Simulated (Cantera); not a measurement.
Charge: 1 mol PbO, 2.3 mol H2O, at 180000 Pa.

These are equilibrium values from Cantera (NASA tables, ideal gas, pure condensed phases), not measurements of a reactor. Candidate condensed phases: H2O, Pb, PbO, PbO2, Pb3O4; 12 gas species. Gases not in the tables: (PbO)n polymers. The numbers say what is thermodynamically allowed, not how fast it happens.

x: gas mole fraction; n: condensed amount in mol.

```tsv
T (°C)	x H2O	x PbO	x Pb	x O2	x OH	x H2	n PbO(red)	n PbO(yellow)	n PbO(l)
475	1.00	2.06e-12	<1e-12	1.29e-10	2.18e-12	2.59e-10	1.00	0	0
550	1.00	1.26e-10	3.03e-12	1.44e-9	4.28e-11	2.87e-9	0	1.00	0
625	1.00	3.82e-9	1.56e-10	1.07e-8	5.12e-10	2.14e-8	0	1.00	0
700	1.00	___	___	___	___	___	0	1.00	0
775	1.000	7.74e-7	6.97e-8	2.73e-7	2.59e-8	4.89e-7	0	1.000	0
850	1.000	___	___	___	___	___	0	1.000	0
925	1.000	3.64e-5	4.94e-6	4.48e-6	5.40e-7	4.29e-6	0	0	1.000
1000	1.000	0.000155	2.34e-5	1.62e-5	1.95e-6	9.87e-6	0	0	1.000
1075	0.999	0.000558	8.98e-5	5.34e-5	6.19e-6	2.01e-5	0	0	0.999
1150	0.998	0.00174	0.000292	0.000160	1.75e-5	3.75e-5	0	0	0.995
1225	0.994	0.00478	0.000831	0.000437	4.47e-5	6.52e-5	0	0	0.987
1300	0.985	0.0118	0.00212	0.00109	0.000104	0.000107	0	0	0.967
1375	0.965	0.0269	0.00494	0.00250	0.000224	0.000165	0	0	0.924
1450	0.927	0.0563	0.0106	0.00532	0.000445	0.000241	0	0	0.834
```

What belongs in the gaps?


- 850, x PbO: 6.36e-6
- 850, x Pb: 7.36e-7
- 850, x O2: 1.14e-6
- 850, x OH: 1.29e-7
- 850, x H2: 1.61e-6
- 700, x PbO: 6.72e-8
- 700, x Pb: 4.26e-9
- 700, x O2: 5.95e-8
- 700, x OH: 4.21e-9
- 700, x H2: 1.17e-7
